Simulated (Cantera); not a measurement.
Predominance diagram of Sr at 1400 K against the partial pressures of O2 and Cl2 (log10, bar). Standard-state values (1 bar) from the NASA 1993 polynomials, evaluated with Cantera. Candidates: Sr(l), SrCl2(l), SrO(s). Only these pure phases compete in this equilibrium. Not in the tables: the peroxide, oxide halides.

```
log p(Cl2) \ log p(O2)
        columns: -23, -22, -21, -20, -19, -18, -17, -16, -15, -14, -13, -12, -11, -10, -9, -8, -7, -6, -5, -4, -3, -2, -1, 0
      0  A A A A A A A A A A A A A A A A A A A A A A A A
   -2.1  A A A A A A A A A A A A A A A A A A A A A A A A
   -4.1  A A A A A A A A A A A A A A A A A A A A A A A A
   -6.2  A A A A A A A A A A A A A A A A A A A A A A A A
   -8.3  A A A A A A A A A A A A A A A A A A A A B B B B
  -10.4  A A A A A A A A A A A A A A A A B B B B B B B B
  -12.4  A A A A A A A A A A A A B B B B B B B B B B B B
  -14.5  A A A A A A A B B B B B B B B B B B B B B B B B
  -16.6  A A A B B B B B B B B B B B B B B B B B B B B B
  -18.6  B B B B B B B B B B B B B B B B B B B B B B B B
  -20.7  B B B B B B B B B B B B B B B B B B B B B B B B
  -22.8  B B B B B B B B B B B B B B B B B B B B B B B B
  -24.9  B B B B B B B B B B B B B B B B B B B B B B B B
  -26.9  B B B B B B B B B B B B B B B B B B B B B B B B
    -29  B B B B B B B B B B B B B B B B B B B B B B B B
```

A: SrCl2(l); B: SrO(s).
